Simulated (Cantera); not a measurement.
# Ignition delay

Mixture: CH4 : CO : O2 : N2 = 1 : 0.18 : 0.995 : 3.74 (molar parts), equivalence ratio 2.1, at 9750 Torr, adiabatic and at constant volume. Ignition delay is the time to a rise of 400 K.

Cantera simulation using GRI-Mech 3.0 (53 species, 325 reactions); the numbers are that mechanism's predictions, not measurements. The pressure lies above the range GRI-Mech 3.0 was tuned for (to about 10 atm).

```tsv
T0 (K)	delay (ms)
1075	44.7
1125	20.4
1175	9.86
1225	5.00
1275	2.64
1325	1.45
1375	0.814
1425	0.470
```

The apparent activation energy between 1325 and 1425 K is 180 kJ/mol.
